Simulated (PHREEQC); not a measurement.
Solution (23 °C): 0.021 mol/kgw HF, 0.24 mol/kgw (CH3)4NF and 0.025 mol/kgw HCl. Closed to the air; pH follows from the charge balance.

Equilibrium calculation in PHREEQC: ion-association model, phreeqc.dat.

```
quantity                  before   after
------------------------  ------  ------
pH                          3.85    4.14
ionic strength (mol/kgw)   0.240   0.240
F- (mol/kgw)               0.196   0.204
HF (mol/kgw)              0.0265  0.0141
HF2- (mol/kgw)            0.0193  0.0108
```

Task: Name the change that produced these shifts.
A) HCl left out
B) 0.0092 mol/kgw NaHCO3 added
C) HF left out
D) diluted 5-fold with water
E) (CH3)4NF left out

Result: C, HF left out

This is a speciation only: nothing precipitates in the calculation. (CH3)4N+ isn't in the database: it is added as a free cation with an ion size of 4 Å.
